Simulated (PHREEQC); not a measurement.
Make-up at 75 °C: 0.029 mol MnSO4 and 3e-05 mol ZnCl2 per kg of water. Closed to the air; pH follows from the charge balance.

The numbers come from PHREEQC with the ion-association model, phreeqc.dat.

Each row changes one thing in this solution. Precipitation was switched off in this run.

```json
[
 {"case": "as made", "pH": "5.86", "ionic strength (mol/kgw)": "0.0578", "MnSO4 (mol/kgw)": "0.0146", "Mn+2 (mol/kgw)": "0.0144", "SO4-2 (mol/kgw)": "0.0144", "MnOH+ (mol/kgw)": "4.78e-6"},
 {"case": "diluted 2-fold with water", "pH": "5.90", "ionic strength (mol/kgw)": "0.0324", "MnSO4 (mol/kgw)": "0.00640", "Mn+2 (mol/kgw)": "0.00809", "SO4-2 (mol/kgw)": "0.00809", "MnOH+ (mol/kgw)": "3.24e-6"},
 {"case": "0.017 mol/kgw TMAH added", "pH": "9.78", "ionic strength (mol/kgw)": "0.0714", "MnSO4 (mol/kgw)": "0.00772", "Mn+2 (mol/kgw)": "0.00592", "SO4-2 (mol/kgw)": "0.0213", "MnOH+ (mol/kgw)": "0.0154"},
 {"case": "ZnCl2 left out", "pH": "5.87", "ionic strength (mol/kgw)": "0.0577", "MnSO4 (mol/kgw)": "0.0146", "Mn+2 (mol/kgw)": "0.0144", "SO4-2 (mol/kgw)": "0.0144", "MnOH+ (mol/kgw)": "4.87e-6"},
 {"case": "0.04 mol/kgw KCl added", "pH": "5.85", "ionic strength (mol/kgw)": "0.102", "MnSO4 (mol/kgw)": "0.0116", "Mn+2 (mol/kgw)": "0.0164", "SO4-2 (mol/kgw)": "0.0147", "MnOH+ (mol/kgw)": "4.63e-6"}
]
```

Species that the database lacks are ignored. (CH3)4N+ isn't in the database: it is added as a free cation with an ion size of 4 Å. At this temperature some constants are extrapolated from 25 °C, and those without enthalpy data are left unchanged.
